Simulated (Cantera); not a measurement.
Charge: 1 mol CO₂, 0.054 mol O₂, equilibrated at 3102 °C.

These are equilibrium values from Cantera (NASA tables, ideal gas, pure condensed phases), not measurements of a reactor. Candidate condensed phases: C; 12 gas species. The ideal-gas law is rough above about 30 bar. Kinetics and transport are ignored.

x: gas mole fraction; nothing condenses.

```csv
P (Pa),x CO₂,x O,x CO,x O₂,x C,x O₃
10,6.29e-5,0.525,0.474,0.000218,2.71e-6,<1e-12
65,0.000408,0.523,0.475,0.00141,4.18e-7,3.88e-12
420,0.00259,0.512,0.477,0.00870,6.66e-8,1.51e-10
2700,…,…,0.487,…,…,…
17000,…,…,0.500,…,…,…
110000,0.193,0.149,0.465,0.193,8.50e-10,2.57e-7
720000,0.385,0.0582,0.364,0.193,2.60e-10,6.56e-7
4700000,0.584,0.0204,0.241,0.155,7.53e-11,1.20e-6
30000000,0.738,0.00694,0.140,0.114,2.02e-11,1.93e-6
```

**Question.** Fill in the missing entries.

**Answer.** 
- 2700, x CO₂: 0.0151
- 2700, x O: 0.454
- 2700, x O₂: 0.0440
- 2700, x C: 1.19e-8
- 2700, x O₃: 4.36e-9
- 17000, x CO₂: 0.0659
- 17000, x O: 0.307
- 17000, x O₂: 0.127
- 17000, x C: 2.87e-9
- 17000, x O₃: 5.37e-8
